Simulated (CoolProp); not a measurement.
Saturation properties of octamethylcyclotetrasiloxane (D4).

The numbers come from the reference Helmholtz-energy equation of state, Thol 2015 in CoolProp.

| T (K) | p (kPa) | liquid density (kg/m³) | vapour density (kg/m³) | surface tension (mN/m) |
|---|---|---|---|---|
| 448.8 | 101.1 | 765.5 | 8.704 | 7.39 |
| 457.5 | 125.4 | 753.1 | 10.75 | 6.83 |
| 466.3 | 154.4 | 740.2 | 13.20 | 6.27 |
| 475 | 188.0 | 727.1 | 16.06 | 5.72 |
| 483.8 | 227.3 | 713.3 | 19.46 | 5.18 |
| 492.5 | 272.1 | 699.1 | 23.42 | 4.66 |
| 501.3 | 324.0 | 684.1 | 28.13 | 4.14 |
| 510 | 382.4 | 668.5 | 33.61 | 3.63 |
| 518.8 | 449.5 | 651.8 | 40.17 | 3.13 |
| 527.5 | 524.4 | 634.1 | 47.90 | 2.66 |
| 536.3 | 609.7 | 614.7 | 57.30 | 2.18 |
| 545 | 704.5 | 593.5 | 68.67 | 1.74 |
| 553.8 | 812.0 | 569.4 | 83.05 | 1.30 |

It boils at 448.9 K under 1 atm.

Surface tension comes from a separate correlation (Mulero 2014), older than this fluid's equation and unchecked against measurements.
